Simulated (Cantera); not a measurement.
# Equilibrium for calcination and drying: CaCO3 + H2

A closed system holds: 1 mol CaCO3, a varied amount of H2, equilibrated at 727 °C and 1.20 bar.

Method: chemical equilibrium by Gibbs-energy minimisation in Cantera with the NASA 1993 tables (ideal gas, pure condensed phases). Candidate condensed phases: C, C6H6, C7H8, C8H18, Ca, CaCO3, CaO, Ca(OH)2, H2O; 115 gas species. The numbers say what is thermodynamically allowed, not how fast it happens.

From 0.88 mol H2 to 3.6 mol H2 the condensed part is CaCO3(calcite) + CaO(s). At 4.7 mol H2 the condensed part is CaO(s).

| n(H2) (mol) | x H2 | x H2O | x CO | x CO2 | x CH4 | n CaCO3(calcite) | n CaO(s) |
|---|---|---|---|---|---|---|---|
| 0.88 | 0.652 | 0.157 | 0.132 | 0.0458 | 0.0126 | 0.799 | 0.201 |
| 1.2 | 0.652 | 0.157 | 0.132 | 0.0458 | 0.0126 | 0.726 | 0.274 |
| 1.5 | 0.652 | 0.157 | 0.132 | 0.0458 | 0.0126 | 0.658 | 0.342 |
| 2 | 0.652 | 0.157 | 0.132 | 0.0458 | 0.0126 | 0.544 | 0.456 |
| 2.7 | 0.652 | 0.157 | 0.132 | 0.0458 | 0.0126 | 0.384 | 0.616 |
| 3.6 | 0.652 | 0.157 | 0.132 | 0.0458 | 0.0126 | 0.178 | 0.822 |
| 4.7 | 0.668 | 0.152 | 0.126 | 0.0411 | 0.0133 | 0 | 1.00 |
x: gas mole fraction; n: condensed amount in mol.
